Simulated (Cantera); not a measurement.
An adiabatic, constant-volume homogeneous reactor starts with CH4 : C2H6 : O2 : N2 = 1 : 0.19 : 2.42 : 9.21 (molar parts), at 1475 K and 1000000 Pa. Integrator tolerance rtol = 1e-08.

Detailed kinetics in Cantera: GRI-Mech 3.0 (53 species, 325 reactions). Above 3000 K some thermodynamic fits are extrapolated.

```tsv
quantity	before	after
time of steepest temperature rise	41.2 µs	46.3 µs
temperature at 8.00 s	3125 K	2900 K
equilibrium temperature	3125 K	2900 K
x(CH4) at 8.00 s	<1e-12 (gas-phase equilibrium <1e-12)	<1e-12 (gas-phase equilibrium <1e-12)
x(C2H6) at 8.00 s	<1e-12 (gas-phase equilibrium <1e-12)	<1e-12 (gas-phase equilibrium <1e-12)
x(O2) at 8.00 s	0.00971 (gas-phase equilibrium 0.00971)	0.00758 (gas-phase equilibrium 0.00758)
x(H2) at 8.00 s	0.0223 (gas-phase equilibrium 0.0223)	0.0188 (gas-phase equilibrium 0.0188)
x(C2H) at 8.00 s	<1e-12 (gas-phase equilibrium <1e-12)	<1e-12 (gas-phase equilibrium <1e-12)
x(OH) at 8.00 s	0.0182 (gas-phase equilibrium 0.0182)	0.0133 (gas-phase equilibrium 0.0133)
x(CH2O) at 8.00 s	1.09e-8 (gas-phase equilibrium 1.09e-8)	3.54e-9 (gas-phase equilibrium 3.54e-9)
```

Task: Which change was made?
A. initial temperature 1475 to 1073 K
B. constant pressure in place of constant volume
C. C2H6 0.19 to 0.11 parts
D. initial temperature 1475 to 1325 K

Result: B, constant pressure in place of constant volume
